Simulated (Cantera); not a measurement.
# Stirred combustor or abatement burner

A perfectly stirred reactor is fed with C3H8 : O2 : N2 : CO2 = 1 : 4.17 : 15.7 : 1.6 (molar parts), equivalence ratio 1.2, at 1.00 atm; it is adiabatic with a 448 K inlet, and is followed from long to short residence time, starting on the burning branch (τ in s: 0.021, 0.0098, 0.0046, 0.0021, 0.00098, 0.00046, 0.00021, 9.9e-05, 4.6e-05).

Model: GRI-Mech 3.0 (53 species, 325 reactions), integrated in Cantera. GRI-Mech 3.0 was tuned for natural gas; its chemistry of propane as a main component is partial and can be far from experiment.

```tsv
τ (s)	T (K)	x C3H8	x O2	x NO	x CO2	x CO	x C2H
0.021	2089	9.69e-7	0.00187	0.000325	0.129	0.0589	4.62e-8
0.0098	2066	1.77e-6	0.00282	0.000296	0.128	0.0602	7.08e-8
0.0046	2038	3.22e-6	0.00405	0.000254	0.126	0.0618	1.07e-7
0.0021	2003	6.09e-6	0.00563	0.000205	0.123	0.0637	1.65e-7
0.00098	1965	1.17e-5	0.00747	0.000159	0.120	0.0659	2.59e-7
0.00046	1924	2.37e-5	0.00981	0.000119	0.117	0.0684	4.24e-7
0.00021	1873	5.52e-5	0.0137	8.11e-5	0.112	0.0723	7.59e-7
9.9e-5	1761	0.000202	0.0252	3.09e-5	0.0991	0.0808	1.32e-6
4.6e-5	448	0.0445	0.186	<1e-12	0.0712	<1e-12	<1e-12
```
x: mole fraction; the columns are a selection and need not sum to one.
